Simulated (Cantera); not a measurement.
What does this Cantera script print?

```python
import numpy as np
import cantera as ct

gas_names = """
    H HNO HNO2 HNO3 HO2 H2 H2O H2O2 N NH NH2 NH3 NH2OH NO NO2 NO3 N2 N2H2 N2H4 N2O O OH O2 O3 Si SiH
    SiH2 SiH3 SiH4 SiN SiO SiO2 Si2 Si2N Si3
""".split()
cond_names = """
    H2O(s) H2O(L) Si(cr) Si(L) SiO2(Lqz) SiO2(hqz) SiO2(L) Si2N2O(s) Si3N4(a)
""".split()


# ... load() reads the species with a 1 bar reference pressure and builds the phases ...
atoms = {
    'Si': {'Si': 1},
    'N2O': {'N': 2, 'O': 1},
    'H2': {'H': 2},
    'O2': {'O': 2},
}
top_T = {'Si2N2O(s)': 2100, 'Si3N4(a)': 2400}  # K; cautious upper limits of use, not melting points


# ... equilibrate(T, P, feed) seeds the gas with the atoms and calls Mixture.equilibrate('TP', solver="vcs", rtol=1e-11, max_steps=5000) ...
results = []
feed = {'Si': 1, 'N2O': 4.4, 'H2': 130, 'O2': 0.69}  # mol
T = 2073.15  # K
P = 13332.2  # Pa
mix = equilibrate(T, P, feed)
results.append((T, P, feed, dict(zip(mix.species_names, mix.species_moles))))
print(gas.report(threshold=0.001))
for i in range(1, mix.n_phases):
    print(f"{mix.phase(i).name:16s} {mix.phase_moles(i):12.5e} mol")
```

Result:

```
       temperature   2073.2 K
          pressure   13332 Pa
           density   0.0028799 kg/m^3
  mean mol. weight   3.7234 kg/kmol
   phase of matter   gas

                          1 kg             1 kmol
                     ---------------   ---------------
          enthalpy        1.3038e+07        4.8545e+07  J
   internal energy        8.4086e+06        3.1308e+07  J
           entropy             57683        2.1478e+05  J/K
    Gibbs function       -1.0655e+08       -3.9672e+08  J
 heat capacity c_p              9412             35044  J/K
 heat capacity c_v            7178.9             26730  J/K

                      mass frac. Y      mole frac. X     chem. pot. / RT
                     ---------------   ---------------   ---------------
                 H         0.0018703         0.0069085           -10.848
                H2           0.49714           0.91817           -21.696
               H2O           0.17006          0.035149           -47.022
                N2           0.24365          0.032383           -32.508
               SiO          0.087126         0.0073588           -42.542
     [  +30 minor]        0.00015986        3.1992e-05

Si(L)             0.00000e+00 mol
SiO2(L)           0.00000e+00 mol
Si2N2O(s)         0.00000e+00 mol
Si3N4(a)          0.00000e+00 mol
```

Equilibrium computed with Cantera from the NASA thermochemical tables; the gas is ideal and each condensed phase is pure.
